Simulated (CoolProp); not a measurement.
The numbers come from the reference Helmholtz-energy equation of state, Zhou 2012 in CoolProp.

For p-xylene, give the phase and the conductivity (mW/(m K)), fugacity coefficient at 348.2 K and 4.85 MPa.


- 348.2 K and 4.85 MPa: liquid; conductivity 116, fugacity coefficient 0.00327

Thermal conductivity comes from a separate model (Mylona 2014).
